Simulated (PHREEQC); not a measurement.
Dissolve 2.2 mmol/kgw MgCl2, 9.6 mmol/kgw Na2SO4, 0.0021 mmol/kgw H4SiO4 and 7.2 mmol/kgw CO2 at 25 °C. It is in equilibrium with CO2 at log p = -2 (atm). Otherwise closed; pH follows from the charge balance.

Computed with PHREEQC (ion-association model, wateq4f.dat).

**Question.** The ionic strength comes out as 0.0314 mol/kgw. What activity coefficients do Na+, HSO4-, Mg+2, H+, NaSO4- get?

**Answer.** Na+ 0.85, HSO4- 0.85, Mg+2 0.54, H+ 0.87, NaSO4- 0.85.

This is a speciation only: nothing precipitates in the calculation.
